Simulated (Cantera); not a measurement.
An adiabatic, constant-pressure homogeneous reactor starts with H₂ : O₂ : N₂ = 1 : 0.333 : 1.25 (molar parts), at 1350 K and 0.460 bar. Integrator tolerance rtol = 1e-08.

Computed with Cantera and GRI-Mech 3.0 (53 species, 325 reactions).

Q: What does this change do: constant volume in place of constant pressure?

A: 
| quantity | before | after |
|---|---|---|
| time of steepest temperature rise | 50.4 µs | 49.6 µs |
| temperature at 0.600 s | 2741 K | 2894 K |
| equilibrium temperature | 2741 K | 2894 K |
| x(H₂) at 0.600 s | 0.144 (gas-phase equilibrium 0.144) | 0.146 (gas-phase equilibrium 0.146) |
| x(O₂) at 0.600 s | 0.00212 (gas-phase equilibrium 0.00212) | 0.00306 (gas-phase equilibrium 0.00306) |
| x(HO₂) at 0.600 s | 1.07e-6 (gas-phase equilibrium 1.07e-6) | 2.22e-6 (gas-phase equilibrium 2.22e-6) |
| x(NO) at 0.600 s | 0.00281 (gas-phase equilibrium 0.00281) | 0.00415 (gas-phase equilibrium 0.00415) |
| x(H) at 0.600 s | 0.0373 (gas-phase equilibrium 0.0373) | 0.0457 (gas-phase equilibrium 0.0457) |
